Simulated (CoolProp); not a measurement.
Vapour-liquid equilibrium of CHF3 (R23) (1) + R113 (2) at -2.05 °C; x and y are mole fractions of (1).

Values from CoolProp's multi-fluid Helmholtz-energy mixture model, Penoncello 2003 and Marx 1992; pair parameters Bell 2016.

Give the bubble pressure and the first vapour's composition at x = 0.125, 0.35, 0.425. Is there an azeotrope?

x = 0.125: 0.5054 MPa, y = 0.971; x = 0.35: 1.306 MPa, y = 0.987; x = 0.425: 1.476 MPa, y = 0.988. No azeotrope shows between x = 0.05 and 0.95.

The pair parameters rest on a limited set of measurements; away from them the model extrapolates. The gap from Raoult's law changes sign with composition, which may be real or a fault of the pair parameters; it wasn't checked against measurements. With so large a gap from Raoult's law the liquid may split in two, which this calculation doesn't test in full.
